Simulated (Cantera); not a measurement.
An adiabatic, constant-pressure homogeneous reactor starts with 48.0 % H2, 10.9 % O2, 41.1 % N2, equivalence ratio 2.2, at 1625 K and 1280 Torr.

Model: GRI-Mech 3.0 (53 species, 325 reactions), integrated in Cantera.

Question: Predict: time of steepest temperature rise; temperature at 2.00 s; equilibrium temperature; x(H2) at 2.00 s; x(O2) at 2.00 s; x(NO) at 2.00 s; x(O) at 2.00 s; x(H2O) at 2.00 s; x(OH) at 2.00 s.

Answer: 
```json
{
  "time_of_steepest_temperature_rise": "5.91 µs",
  "temperature at 2.00 s": "2842 K",
  "equilibrium_temperature": "2842 K",
  "x(H2) at 2.00 s": "0.275 (gas-phase equilibrium 0.275)",
  "x(O2) at 2.00 s": "0.000266 (gas-phase equilibrium 0.000266)",
  "x(NO) at 2.00 s": "0.00105 (gas-phase equilibrium 0.00105)",
  "x(O) at 2.00 s": "0.000804 (gas-phase equilibrium 0.000804)",
  "x(H2O) at 2.00 s": "0.227 (gas-phase equilibrium 0.227)",
  "x(OH) at 2.00 s": "0.00923 (gas-phase equilibrium 0.00923)"
}
```
